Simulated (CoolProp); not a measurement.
A simple Rankine cycle with R124: condensing at 330.15 K, boiler at 2.42 MPa, turbine inlet 376.1 K, turbine efficiency 0.65, pump efficiency 0.6, no recuperator. Each further row changes one setting.

The numbers come from the reference Helmholtz-energy equation of state, de Vries 1995 in CoolProp.

```tsv
case	thermal efficiency (%)	net work (kJ/kg)	heat in (kJ/kg)	turbine exit temperature (K)	volume ratio over the turbine
as stated	5.4	7.62	141	338.6	?
turbine inlet 396.1 K	5.6	9.35	?	364.4	2.92
condensing temperature 322.15 K	?	?	151	332.9	3.97
boiler pressure 1.69 MPa	?	?	157	357.4	1.94
turbine efficiency 0.55	4.4	6.14	141	340.2	?
```

Complete the blanks.


- as stated, volume ratio over the turbine: 3.18
- turbine inlet 396.1 K, heat in (kJ/kg): 166
- condensing temperature 322.15 K, thermal efficiency (%): 6.4
- condensing temperature 322.15 K, net work (kJ/kg): 9.63
- boiler pressure 1.69 MPa, thermal efficiency (%): 3.8
- boiler pressure 1.69 MPa, net work (kJ/kg): 6.03
- turbine efficiency 0.55, volume ratio over the turbine: 3.21
